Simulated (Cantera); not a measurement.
Charge: 1 mol SiCl₄, 51 mol N₂, a varied amount of NH₃, at 1175 K and 330 Torr.

Method: chemical equilibrium by Gibbs-energy minimisation in Cantera with the NASA 1993 tables (ideal gas, pure condensed phases). Candidate condensed phases: NH₄Cl, Si, Si₃N₄; 28 gas species. The tables' values for SiCl₃ are old estimates; treat these amounts as uncertain. Equilibrium is a limit: real reactors are often held back by kinetics, nucleation or transport.

Problem. At 3.3 mol NH₃, list the 4 most abundant gas species with their mole fractions, and the condensed phases.

Solution. N₂ 0.883, HCl 0.0643, H₂ 0.0519, SiCl₄ 0.000879. Condensed: Si₃N₄(s).
